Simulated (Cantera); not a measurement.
Feed: 1 mol BN, 6.6 mol H2O, 0.63 mol H2, at 225 Torr.

Method: chemical equilibrium by Gibbs-energy minimisation in Cantera with the NASA 1993 tables (ideal gas, pure condensed phases). Candidate condensed phases: B, BN, B2O3, B3O3H3, H2O; 39 gas species. Gases not in the tables: H3BO3. Equilibrium is a limit: real reactors are often held back by kinetics, nucleation or transport.

Which condensed phases are stable at each of these points (T (K)): 1475, 1575, 1675, 1775, 1875, 1975, 2075?


```
T (K)  condensed phases  B condensed (%)
-----  ----------------  ---------------
1475            B2O3(l)             74.7
1575            B2O3(l)             45.4
1675           gas only              0.0
1775           gas only              0.0
1875           gas only              0.0
1975           gas only              0.0
2075           gas only              0.0
```

From 1475 K to 1575 K the condensed part is B2O3(l). From 1675 K to 2075 K nothing is condensed.
